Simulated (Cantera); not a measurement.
What does this Cantera script print?

```python
import numpy as np
import cantera as ct

gas_names = """
    Ca CaO CaOH CaO2H2 Ca2 H HO2 H2 H2O H2O2 O OH O2 O3
""".split()
cond_names = """
    Ca(a) Ca(b) Ca(L) CaO(s) CaO(L) CaO2H2(s) H2O(s) H2O(L)
""".split()


# ... load() reads the species with a 1 bar reference pressure and builds the phases ...
atoms = {
    'Ca(OH)2': {'Ca': 1, 'O': 2, 'H': 2},
    'H2O': {'H': 2, 'O': 1},
}
top_T = {}  # K; cautious upper limits of use, not melting points


# ... equilibrate(T, P, feed) seeds the gas with the atoms and calls Mixture.equilibrate('TP', solver="vcs", rtol=1e-11, max_steps=5000) ...
results = []
feed = {'Ca(OH)2': 1, 'H2O': 1.3}  # mol
P = 101325  # Pa
for T in [1100, 1175, 1250, 1325, 1400, 1475, 1550, 1625, 1700, 1775, 1850, 1925, 2000, 2075]:
    mix = equilibrate(T, P, feed)
    results.append((T, P, feed, dict(zip(mix.species_names, mix.species_moles))))

top = {s: max(r[3][s] / sum(r[3][g] for g in gas_names) for r in results) for s in gas_names}
cols = sorted((s for s in top if top[s] > 0.0001), key=lambda s: -top[s])[:5]
seen = [c for c in cond_names if any(r[3].get(c, 0) > 1e-12 for r in results)]
print("log10 of partial pressures in bar; condensed amounts in mol")
print(f"{'T/K':>10s}" + "".join(f"{s[:9]:>10s}" for s in cols + seen))
for T, P, feed, n in results:
    ng = sum(n[g] for g in gas_names)
    print(f"{T:10.4g}" + "".join(f"{np.log10(max(n[s] / ng * P / 1e5, 1e-99)):10.3f}" for s in cols)
          + "".join(f"{n.get(c, 0):10.4g}" for c in seen))
```

It prints:

```
log10 of partial pressures in bar; condensed amounts in mol
       T/K       H2O        H2        O2        OH         H    CaO(s)
      1100     0.006    -5.811    -6.126    -7.027   -10.493         1
      1175     0.006    -5.308    -5.626    -6.409    -9.565         1
      1250     0.006    -4.863    -5.186    -5.865    -8.747         1
      1325     0.006    -4.468    -4.797    -5.382    -8.021         1
      1400     0.006    -4.115    -4.449    -4.952    -7.370         1
      1475     0.006    -3.797    -4.137    -4.565    -6.786         1
      1550     0.005    -3.509    -3.855    -4.215    -6.256         1
      1625     0.005    -3.247    -3.599    -3.898    -5.775         1
      1700     0.005    -3.008    -3.367    -3.609    -5.336         1
      1775     0.005    -2.789    -3.155    -3.345    -4.933         1
      1850     0.004    -2.588    -2.960    -3.102    -4.563    0.9999
      1925     0.003    -2.402    -2.781    -2.879    -4.221    0.9999
      2000     0.001    -2.231    -2.616    -2.673    -3.904    0.9998
      2075    -0.001    -2.072    -2.463    -2.482    -3.610    0.9996
```

Method: chemical equilibrium by Gibbs-energy minimisation in Cantera with the NASA 1993 tables (ideal gas, pure condensed phases).
